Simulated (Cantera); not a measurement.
Charge: 1 mol BCl3, 2.2 mol H2, at 527 °C and 1000 Pa.

Method: chemical equilibrium by Gibbs-energy minimisation in Cantera with the NASA 1993 tables (ideal gas, pure condensed phases). Candidate condensed phases: B; 13 gas species. Gases not in the tables: BHCl2. Rates play no part.

Base state: H2 0.659, BCl3 0.295, HCl 0.0464 (mole fractions); condensed: B(s).

What changes in the equilibrium state with this change: BCl3 replaced by BF3?


```json
[
 {"species": "H2", "before": "0.659", "after": "0.687"},
 {"species": "BF3", "before": "0", "after": "0.312"},
 {"species": "HF", "before": "0", "after": "0.000167"},
 {"species": "BCl3", "before": "0.295", "after": "0"},
 {"species": "HCl", "before": "0.0464", "after": "0"},
 {"species": "BHF2", "before": "0", "after": "0.000167"},
 {"species": "B(s), mol", "before": "0.0499", "after": "0"}
]
```
